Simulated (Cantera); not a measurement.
**PH3 + O2 (abatement and gas-phase synthesis)**

Input: 1 mol PH3, a varied amount of O2, equilibrated at 2652 °C and 19.0 Pa.

Equilibrium computed with Cantera from the NASA thermochemical tables; the gas is ideal and each condensed phase is pure. Candidate condensed phases: H2O, P, P4O10; 17 gas species. Gases not in the tables: HPO2, HPO3 and P4O6. The numbers say what is thermodynamically allowed, not how fast it happens.

From 0.03 mol O2 to 0.24 mol O2 nothing is condensed.

```csv
n(O2) (mol),x H,x P,x PO,x O,x H2,x P2
0.03,0.742,0.232,0.0110,0.00406,0.00672,0.00443
0.051,0.739,0.224,0.0184,0.00705,0.00668,0.00414
0.072,0.737,0.217,0.0257,0.0102,0.00663,0.00386
0.093,0.734,0.209,0.0327,0.0134,0.00659,0.00360
0.11,0.732,0.203,0.0382,0.0161,0.00655,0.00340
0.13,0.729,0.197,0.0445,0.0194,0.00650,0.00318
0.16,0.725,0.187,0.0536,0.0246,0.00643,0.00287
0.18,0.722,0.180,0.0594,0.0283,0.00638,0.00268
0.2,0.719,0.174,0.0649,0.0320,0.00633,0.00250
0.22,0.716,0.168,0.0703,0.0359,0.00627,0.00233
0.24,0.713,0.162,0.0754,0.0399,0.00622,0.00217
```
x: gas mole fraction; nothing condenses.
